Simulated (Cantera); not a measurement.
Feed: 1 mol borazine, 1.7 mol H₂O, held at 49.0 mbar.

Equilibrium computed with Cantera from the NASA thermochemical tables; the gas is ideal and each condensed phase is pure. Candidate condensed phases: B, BN, B₂O₃, B₃O₃H₃, H₂O; 39 gas species. The feed counts by its element totals alone. Mutual solubility and eutectic melting of coexisting phases are not modelled. The numbers say what is thermodynamically allowed, not how fast it happens.

### Question
What share of the B ends up in condensed phases as a function of T (°C), at 702, 852, 1002, 1152, 1302, 1452, 1602, 1752, 1902, 2052?

### Answer
```
T (°C)  B condensed (%)               as
------  ---------------  ---------------
702               100.0  BN(s) + B₂O₃(l)
852               100.0  BN(s) + B₂O₃(l)
1002               99.9  BN(s) + B₂O₃(l)
1152               99.6  BN(s) + B₂O₃(l)
1302               97.2  BN(s) + B₂O₃(l)
1452               80.5  BN(s) + B₂O₃(l)
1602               54.3            BN(s)
1752               47.3            BN(s)
1902               44.0            BN(s)
2052               42.6     B(s) + BN(s)
```
